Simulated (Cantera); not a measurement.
A closed system holds: 1 mol MgO, 4.3 mol SO₃, 0.041 mol H₂O, at 0.190 bar.

Equilibrium computed with Cantera from the NASA thermochemical tables; the gas is ideal and each condensed phase is pure. Candidate condensed phases: H₂O, H₂SO₄, Mg, MgO, Mg(OH)₂, MgS, MgSO₄, S; 26 gas species. Rates play no part.

Task: Which condensed phases are stable at each of these points (T (K)): 725, 775, 825, 875, 925, 975, 1025, 1075, 1125, 1175, 1225, 1275?

Result: 
| T (K) | condensed phases | Mg condensed (%) |
|---|---|---|
| 725 | MgSO₄(s) | 100.0 |
| 775 | MgSO₄(s) | 100.0 |
| 825 | MgSO₄(s) | 100.0 |
| 875 | MgSO₄(s) | 100.0 |
| 925 | MgSO₄(s) | 100.0 |
| 975 | MgSO₄(s) | 100.0 |
| 1025 | MgSO₄(s) | 100.0 |
| 1075 | MgSO₄(s) | 100.0 |
| 1125 | MgSO₄(s) | 100.0 |
| 1175 | MgSO₄(s) | 100.0 |
| 1225 | MgSO₄(s) | 100.0 |
| 1275 | MgO(s) | 100.0 |

From 725 K to 1225 K the condensed part is MgSO₄(s). At 1275 K the condensed part is MgO(s).
